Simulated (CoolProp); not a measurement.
R11 at several states: fugacity coefficient from the reference equation and from simpler models built on Tc = 471.1 K, pc = 4.408 MPa, ω = 0.189; each cubic takes its own stable root.

The numbers come from the reference Helmholtz-energy equation of state, Jacobsen 1992 in CoolProp.

```tsv
T (K)	p (MPa)	phase	reference	van der Waals	Redlich-Kwong	Soave-Redlich-Kwong	Peng-Robinson
381	0.021	gas	0.9969	0.9977	0.9970	0.9969	0.9967
330	3.59	liquid	0.08384	0.2479	0.1125	0.08485	0.08313
401.5	0.213	gas	0.9731	0.9790	…	0.9731	0.9710
412.2	0.0229	gas	0.9973	0.9979	0.9974	0.9973	0.9971
372.1	3.95	liquid	…	0.3715	…	…	0.1951
228.8	25.4	liquid	…	0.02162	0.0008497	0.0004870	0.0004648
```

What belongs in the gaps?


- 401.5, Redlich-Kwong: 0.9742
- 372.1, reference: 0.1976
- 372.1, Redlich-Kwong: 0.2392
- 372.1, Soave-Redlich-Kwong: 0.2014
- 228.8, reference: 0.0004603
